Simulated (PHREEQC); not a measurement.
Make-up at 92 °C: 0.22 mol HCl, 0.004 mol ZnSO4 and 0.0024 mol Fe2(SO4)3 per kg of water. Closed to the air; pH follows from the charge balance.

Model: ion-association model, phreeqc.dat, run in PHREEQC.

This is a speciation only: nothing precipitates in the calculation.

Task: Predict the pH, ionic strength.

Result: pH 0.79; ionic strength 0.231 mol/kgw.

Task: In which forms is Zn present?

Result: ZnCl+ 54 %, Zn+2 36 %, ZnCl2 6.5 %, ZnCl3- 2.3 %, ZnCl4-2 0.7 % of the Zn.

Examples of supersaturated solids here: Hematite (slow to form), Goethite (slow to form). Others may be too. Species that the database lacks are ignored. Constants without temperature data keep their 25 °C values here.
